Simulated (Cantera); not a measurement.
## SiH4 + N2 (silicon nitride deposition)

Charge: 1 mol SiH4, 16 mol N2, at 798.15 K and 3600 Pa.

These are equilibrium values from Cantera (NASA tables, ideal gas, pure condensed phases), not measurements of a reactor. Candidate condensed phases: Si, Si3N4; 18 gas species. N2 is the only nitrogen source here; it is nearly inert below about 1500 K, so the nitride shown seldom forms there in practice. Equilibrium is a limit: real reactors are often held back by kinetics, nucleation or transport.

```
Item                                  Value
--------------------------------  ---------
x(N2)                                 0.885
x(H2)                                 0.115
x(NH3)                              4.04e-6
n(Si3N4(s))                       0.333 mol
gas amount                        17.33 mol
log10 activity of Si(s) (absent)      -9.48
```
